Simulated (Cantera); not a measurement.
Feed: 1 mol SiC, 0.04 mol O₂, 940 mol N₂, a varied amount of N₂O, equilibrated at 1298 K and 1.80 Pa.

Equilibrium computed with Cantera from the NASA thermochemical tables; the gas is ideal and each condensed phase is pure. Candidate condensed phases: C, Si, SiC, SiO₂, Si₂N₂O, Si₃N₄; 34 gas species. Mutual solubility and eutectic melting of coexisting phases are not modelled. The numbers say what is thermodynamically allowed, not how fast it happens.

Which condensed phases are stable at each of these points (n(N₂O) (mol)): 0.028, 0.082, 0.14, 0.19, 0.24, 0.3, 0.35, 0.4?


```json
[
 {"n(N₂O) (mol)": "0.028", "condensed phases": "SiC(s) + Si₃N₄(s)", "Si condensed (%)": "95.7"},
 {"n(N₂O) (mol)": "0.082", "condensed phases": "SiC(s) + Si₂N₂O(s)", "Si condensed (%)": "95.0"},
 {"n(N₂O) (mol)": "0.14", "condensed phases": "SiC(s) + Si₂N₂O(s)", "Si condensed (%)": "94.4"},
 {"n(N₂O) (mol)": "0.19", "condensed phases": "SiC(s) + Si₂N₂O(s)", "Si condensed (%)": "94.0"},
 {"n(N₂O) (mol)": "0.24", "condensed phases": "SiC(s) + Si₂N₂O(s)", "Si condensed (%)": "93.6"},
 {"n(N₂O) (mol)": "0.3", "condensed phases": "SiC(s) + Si₂N₂O(s)", "Si condensed (%)": "93.2"},
 {"n(N₂O) (mol)": "0.35", "condensed phases": "SiC(s) + Si₂N₂O(s)", "Si condensed (%)": "92.9"},
 {"n(N₂O) (mol)": "0.4", "condensed phases": "SiC(s) + Si₂N₂O(s)", "Si condensed (%)": "92.6"}
]
```

At 0.028 mol N₂O the condensed part is SiC(s) + Si₃N₄(s). From 0.082 mol N₂O to 0.4 mol N₂O the condensed part is SiC(s) + Si₂N₂O(s).
